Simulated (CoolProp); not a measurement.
Cyclopropane along the isotherm 4.85 °C: density (kg/m³) from the reference equation and from simpler models built on Tc = 125.5 °C, pc = 56.05 bar, ω = 0.131; each cubic takes its own stable root.

Values from CoolProp's reference Helmholtz-energy equation of state, Polt 1992. This equation is an older, rougher fit; its heat capacities, sound speeds and derivatives of the liquid may be far off and weren't checked against measurements.

| p (bar) | phase | reference |
|---|---|---|
| 0.0886 | gas | 0.1616 |
| 0.134 | gas | 0.2446 |
| 0.202 | gas | 0.3693 |
| 0.304 | gas | 0.5569 |
| 0.459 | gas | 0.8435 |
| 0.693 | gas | 1.280 |
| 1.04 | gas | 1.935 |
| 1.58 | gas | 2.974 |
| 2.38 | gas | 4.563 |
| 3.59 | gas | 7.090 |
| 5.41 | liquid | 649.4 |
| 8.16 | liquid | 649.8 |
| 12.3 | liquid | 650.6 |
| 18.6 | liquid | 651.7 |
| 28 | liquid | 653.2 |

### Question
How far does each simpler model (van der Waals, Redlich-Kwong, Soave-Redlich-Kwong) lie from the reference over these 15 states: mean and median of the absolute difference, and the worst?

### Answer
- van der Waals: mean 21.1 %, median 1.3 %, worst -98.4 % at 4.85 °C and 5.41 bar
- Redlich-Kwong: mean 3.3 %, median 0.6 %, worst -9.0 % at 4.85 °C and 5.41 bar
- Soave-Redlich-Kwong: mean 2.7 %, median 0.5 %, worst -7.6 % at 4.85 °C and 5.41 bar

At some of these states van der Waals gives the other phase, because its saturation line lies elsewhere.
